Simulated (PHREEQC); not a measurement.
**Spent oxide etchant: speciation**

Solution (35 °C): 12 mmol/kgw HF, 0.62 mmol/kgw H2SiF6 and 0.59 mmol/kgw H2SO4. Closed to the air; pH follows from the charge balance.

Equilibrium calculation in PHREEQC: ion-association model, phreeqc.dat.

No solid was allowed to form.

**Question.** Predict the pH, ionic strength.

**Answer.** pH 2.43; ionic strength 0.00504 mol/kgw.

**Question.** In which forms is S present?

**Answer.** SO4-2 73 %, HSO4- 27 % of the S.

SiF6-2 is the database's only silicon fluoride.
